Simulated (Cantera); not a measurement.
A closed system holds: 1 mol AlN, 0.84 mol H2, equilibrated at 2348.15 K.

Method: chemical equilibrium by Gibbs-energy minimisation in Cantera with the NASA 1993 tables (ideal gas, pure condensed phases). Candidate condensed phases: Al, AlN; 13 gas species. Equilibrium is a limit: real reactors are often held back by kinetics, nucleation or transport.

Q: Which condensed phases are stable at each of these points (P (Pa)): 1, 4.60, 22, 100, 460, 2200, 10000, 46000, 220000, 1000000?

A: 
```tsv
P (Pa)	condensed phases	Al condensed (%)
1	gas only	0.0
4.60	gas only	0.0
22	gas only	0.0
100	gas only	0.0
460	gas only	0.0
2200	gas only	0.0
10000	AlN(s)	12.1
46000	AlN(s)	91.0
220000	AlN(s)	98.2
1000000	AlN(s)	99.6
```

From 1.00 Pa to 2200 Pa nothing is condensed. From 10000 Pa to 1000000 Pa the condensed part is AlN(s).
